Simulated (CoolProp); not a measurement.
Cyclohexane along the isobar 0.153 MPa: Z from the reference equation and from simpler models built on Tc = 280.5 °C, pc = 4.081 MPa, ω = 0.209; each cubic takes its own stable root.

Model: reference Helmholtz-energy equation of state, Zhou 2014, in CoolProp.

| T (°C) | phase | reference | van der Waals | Redlich-Kwong | Peng-Robinson |
|---|---|---|---|---|---|
| 89.55 | liquid | 0.006010 | 0.9694 | 0.9573 | 0.005689 |
| 101.45 | gas | 0.9527 | 0.9716 | 0.9610 | 0.9557 |
| 113.45 | gas | 0.9577 | 0.9736 | 0.9643 | 0.9594 |
| 125.35 | gas | 0.9619 | 0.9754 | 0.9672 | 0.9627 |
| 137.25 | gas | 0.9656 | 0.9771 | 0.9698 | 0.9656 |
| 149.25 | gas | 0.9688 | 0.9786 | 0.9721 | 0.9683 |
| 161.15 | gas | 0.9716 | 0.9799 | 0.9742 | 0.9707 |
| 173.05 | gas | 0.9741 | 0.9811 | 0.9761 | 0.9729 |
| 185.05 | gas | 0.9763 | 0.9823 | 0.9778 | 0.9749 |
| 196.95 | gas | 0.9782 | 0.9833 | 0.9794 | 0.9767 |
| 208.85 | gas | 0.9799 | 0.9843 | 0.9808 | 0.9783 |
| 220.85 | gas | 0.9815 | 0.9852 | 0.9821 | 0.9798 |
| 232.75 | gas | 0.9829 | 0.9860 | 0.9833 | 0.9812 |
| 244.65 | gas | 0.9841 | 0.9868 | 0.9844 | 0.9825 |
| 256.65 | gas | 0.9853 | 0.9875 | 0.9854 | 0.9836 |
| 268.55 | gas | 0.9863 | 0.9882 | 0.9863 | 0.9847 |

At some of these states van der Waals, Redlich-Kwong gives the other phase, because its saturation line lies elsewhere.
